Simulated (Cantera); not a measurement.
A closed system holds: 1 mol MgCO3, 0.043 mol H2, 0.033 mol CO2, 0.29 mol H2O, equilibrated at 6.10 bar.

Cantera equilibrium calculation (NASA polynomials, part measured and part estimated; ideal gas, pure solids and liquids). Candidate condensed phases: C, C6H6, C7H8, C8H18, H2O, Mg, MgCO3, MgO, Mg(OH)2; 116 gas species. Kinetics and transport are ignored. All values below are at 802 °C.

Base state: CO2 0.733, H2O 0.236, CO 0.0234, H2 0.00809 (mole fractions); condensed: MgO(s).

Q: What changes in the equilibrium state with this change: MgCO3 replaced by Mg(OH)2?

A: 
| species | before | after |
|---|---|---|
| H2O | 0.236 | 0.945 |
| H2 | 0.00809 | 0.0308 |
| CO2 | 0.733 | 0.0234 |
| CO | 0.0234 | 0.000710 |
| MgO(s), mol | 1.00 | 1.00 |
